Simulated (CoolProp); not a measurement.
cis-2-butene at 221.83 K and 0.00523 MPa is throttled through a valve to 0.00358 MPa with no heat exchange. Each further row changes one setting.

Values from CoolProp's reference Helmholtz-energy equation of state, Lemmon 2005. It is a short technical equation, of lower accuracy than the large ones.

```csv
case,temperature change (K),final density (kg/m³)
as stated,-0.2,0.109
outlet pressure 0.00107 MPa,-0.5,0.0326
outlet pressure 0.00465 MPa,-0.1,0.142
```
